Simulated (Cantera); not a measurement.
An adiabatic, constant-pressure homogeneous reactor starts with H₂ : O₂ : N₂ = 1 : 0.5 : 2.25 (molar parts), at 1050 K and 380000 Pa. Integrator tolerance rtol = 1e-08.

Detailed kinetics in Cantera: the H2/O2 subset of GRI-Mech 3.0, which has no nitrogen chemistry. The hydrogen kinetics of GRI-Mech 3.0 are dated; newer H2 mechanisms differ, most at raised pressure.

**Question.** What does this change do: pressure from 380000 Pa to 500000 Pa?

**Answer.** 
```csv
quantity,before,after
time of steepest temperature rise,2.20 ms,2.87 ms
temperature at 0.400 s,2704 K,2718 K
equilibrium temperature,2704 K,2718 K
x(H₂) at 0.400 s,0.0228 (gas-phase equilibrium 0.0228),0.0218 (gas-phase equilibrium 0.0218)
x(O₂) at 0.400 s,0.00824 (gas-phase equilibrium 0.00824),0.00782 (gas-phase equilibrium 0.00782)
x(OH) at 0.400 s,0.0137 (gas-phase equilibrium 0.0137),0.0131 (gas-phase equilibrium 0.0131)
x(H₂O) at 0.400 s,0.270 (gas-phase equilibrium 0.270),0.272 (gas-phase equilibrium 0.272)
x(H) at 0.400 s,0.00451 (gas-phase equilibrium 0.00451),0.00404 (gas-phase equilibrium 0.00404)
```

**Question.** What does this change do: initial temperature 1050 to 1200 K?

**Answer.** 
```
quantity                                                            before                                    after
---------------------------------  ---------------------------------------  ---------------------------------------
time of steepest temperature rise                                  2.20 ms                                  18.7 µs
temperature at 0.400 s                                              2704 K                                   2776 K
equilibrium temperature                                             2704 K                                   2776 K
x(H₂) at 0.400 s                     0.0228 (gas-phase equilibrium 0.0228)    0.0272 (gas-phase equilibrium 0.0272)
x(O₂) at 0.400 s                   0.00824 (gas-phase equilibrium 0.00824)  0.00971 (gas-phase equilibrium 0.00971)
x(OH) at 0.400 s                     0.0137 (gas-phase equilibrium 0.0137)    0.0169 (gas-phase equilibrium 0.0169)
x(H₂O) at 0.400 s                      0.270 (gas-phase equilibrium 0.270)      0.261 (gas-phase equilibrium 0.261)
x(H) at 0.400 s                    0.00451 (gas-phase equilibrium 0.00451)  0.00641 (gas-phase equilibrium 0.00641)
```
